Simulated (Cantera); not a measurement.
A closed system holds: 1 mol SiH₂Cl₂, 0.68 mol NH₃, 5.5 mol H₂, at 0.00920 bar.

Method: chemical equilibrium by Gibbs-energy minimisation in Cantera with the NASA 1993 tables (ideal gas, pure condensed phases). Candidate condensed phases: NH₄Cl, Si, Si₃N₄; 28 gas species. Mutual solubility and eutectic melting of coexisting phases are not modelled. Gases not in the tables: Si₂H₆ and higher silanes. Kinetics and transport are ignored.

Task: Which condensed phases are stable at each of these points (T (K)): 700, 900, 1100, 1300, 1500, 1700, 1900, 2100?

Result: 
```csv
T (K),condensed phases,Si condensed (%)
700,Si₃N₄(s),51.0
900,Si₃N₄(s),51.0
1100,Si(s) + Si₃N₄(s),56.4
1300,Si(s) + Si₃N₄(s),54.9
1500,Si(s) + Si₃N₄(s),51.5
1700,Si(l),49.5
1900,Si(l),52.5
2100,Si(l),41.8
```

From 700 K to 900 K the condensed part is Si₃N₄(s). From 1100 K to 1500 K the condensed part is Si(s) + Si₃N₄(s). From 1700 K to 2100 K the condensed part is Si(l).
